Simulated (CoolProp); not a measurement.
Saturation properties of cyclopropane (Tc = 398.7 K, pc = 5.605 MPa, ω = 0.131).

Computed with CoolProp (reference Helmholtz-energy equation of state, Polt 1992). This equation is an older, rougher fit; its heat capacities, sound speeds and derivatives of the liquid may be far off and weren't checked against measurements.

| T (K) | p (MPa) | vapour density (kg/m³) |
|---|---|---|
| 315.7 | 1.132 | 22.00 |
| 319.6 | 1.241 | 24.16 |
| 323.4 | 1.355 | 26.43 |
| 327.3 | 1.480 | 28.95 |
| 331.1 | 1.609 | 31.60 |
| 335 | 1.750 | 34.55 |
| 338.8 | 1.896 | 37.66 |
| 342.7 | 2.055 | 41.13 |
| 346.5 | 2.219 | 44.79 |
| 350.4 | 2.397 | 48.90 |
| 354.2 | 2.580 | 53.26 |
| 358.1 | 2.779 | 58.17 |
| 361.9 | 2.983 | 63.45 |
| 365.7 | 3.198 | 69.28 |
